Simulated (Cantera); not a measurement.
What does this Cantera script print?

```python
import numpy as np
import cantera as ct

gas_names = [...]  # 109 gases of nasa_gas.yaml made of C, Cl, H, Si
cond_names = """
    C(gr) C6H6(L) C7H8(L) C8H18(L),n-octa Si(cr) Si(L) SiC(b)
""".split()


# ... load() reads the species with a 1 bar reference pressure and builds the phases ...
atoms = {
    'SiH2Cl2': {'Si': 1, 'H': 2, 'CL': 2},
    'CH4': {'C': 1, 'H': 4},
    'H2': {'H': 2},
    'HCl': {'H': 1, 'CL': 1},
}
top_T = {'C(gr)': 4500, 'SiC(b)': 3050}  # K; cautious upper limits of use, not melting points


# ... equilibrate(T, P, feed) seeds the gas with the atoms and calls Mixture.equilibrate('TP', solver="vcs", rtol=1e-11, max_steps=5000) ...
results = []
feed = {'SiH2Cl2': 1, 'CH4': 0.14, 'H2': 180, 'HCl': 2.1}  # mol
P = 1333.22  # Pa
for T in [1523, 1598, 1673, 1748, 1823, 1898, 1973, 2048, 2123, 2198, 2273]:
    mix = equilibrate(T, P, feed)
    results.append((T, P, feed, dict(zip(mix.species_names, mix.species_moles))))
    x = sorted(zip(gas.X, gas.species_names), reverse=True)
    print(f"T = {T:g} K  P = {P:g} Pa  gas = {mix.phase_moles(0):.4g} mol")
    print("   x: " + "  ".join(f"{s} {v:.3e}" for v, s in x if v > 0.0001))
    print("   condensed (mol): " + ("  ".join(f"{mix.phase(i).name} {mix.phase_moles(i):.4g}"
          for i in range(1, mix.n_phases) if mix.phase_moles(i) > 1e-12) or "none"))
```

It prints:

```
T = 1523 K  P = 1333.22 Pa  gas = 184.4 mol
   x: H2 9.789e-01  HCL 1.963e-02  SiCL2 1.287e-03  H 1.980e-04
   condensed (mol): Si(cr) 0.6203  SiC(b) 0.14
T = 1598 K  P = 1333.22 Pa  gas = 184.4 mol
   x: H2 9.786e-01  HCL 1.952e-02  SiCL2 1.341e-03  H 4.560e-04
   condensed (mol): Si(cr) 0.6084  SiC(b) 0.14
T = 1673 K  P = 1333.22 Pa  gas = 184.5 mol
   x: H2 9.781e-01  HCL 1.941e-02  SiCL2 1.388e-03  H 9.755e-04
   condensed (mol): Si(cr) 0.5918  SiC(b) 0.1399
T = 1748 K  P = 1333.22 Pa  gas = 184.6 mol
   x: H2 9.770e-01  HCL 1.954e-02  H 1.956e-03  SiCL2 1.302e-03  Si 1.092e-04
   condensed (mol): Si(L) 0.5864  SiC(b) 0.1398
T = 1823 K  P = 1333.22 Pa  gas = 184.8 mol
   x: H2 9.749e-01  HCL 1.969e-02  H 3.705e-03  SiCL2 1.191e-03  Si 3.316e-04
   condensed (mol): Si(L) 0.5522  SiC(b) 0.1392
T = 1898 K  P = 1333.22 Pa  gas = 185.2 mol
   x: H2 9.712e-01  HCL 1.975e-02  H 6.671e-03  SiCL2 1.089e-03  Si 9.214e-04  SiCL 1.063e-04  CL 1.024e-04
   condensed (mol): Si(L) 0.4341  SiC(b) 0.1368
T = 1973 K  P = 1333.22 Pa  gas = 186 mol
   x: H2 9.647e-01  HCL 1.970e-02  H 1.148e-02  Si 2.367e-03  SiCL2 9.943e-04  SiH 1.941e-04  SiCL 1.859e-04  CL 1.751e-04
   condensed (mol): Si(L) 0.1265  SiC(b) 0.1285
T = 2048 K  P = 1333.22 Pa  gas = 186.9 mol
   x: H2 9.558e-01  HCL 2.029e-02  H 1.896e-02  Si 3.377e-03  SiCL2 5.813e-04  CL 2.979e-04  SiH 2.317e-04  SiCL 1.919e-04  Si2C 1.128e-04
   condensed (mol): SiC(b) 0.1135
T = 2123 K  P = 1333.22 Pa  gas = 188.1 mol
   x: H2 9.438e-01  H 3.018e-02  HCL 2.058e-02  Si 3.891e-03  CL 4.831e-04  SiCL2 2.861e-04  SiH 2.256e-04  Si2C 1.735e-04  SiCL 1.619e-04  C2H2,acetylene 1.188e-04
   condensed (mol): SiC(b) 0.05439
T = 2198 K  P = 1333.22 Pa  gas = 189.8 mol
   x: H2 9.270e-01  H 4.643e-02  HCL 2.044e-02  Si 4.404e-03  CL 7.453e-04  C2H2,acetylene 2.567e-04  SiH 2.175e-04  SiCL2 1.415e-04  SiCL 1.346e-04  Si2C 1.291e-04
   condensed (mol): none
T = 2273 K  P = 1333.22 Pa  gas = 192.1 mol
   x: H2 9.043e-01  H 6.918e-02  HCL 2.000e-02  Si 4.619e-03  CL 1.105e-03  C2H2,acetylene 2.827e-04  SiH 1.956e-04  SiCL 1.046e-04
   condensed (mol): none
```

Equilibrium computed with Cantera from the NASA thermochemical tables; the gas is ideal and each condensed phase is pure. Mutual solubility and eutectic melting of coexisting phases are not modelled. The tables' values for SiCl are old estimates; treat these amounts as uncertain. Gases not in the tables: Si2H6 and higher silanes.
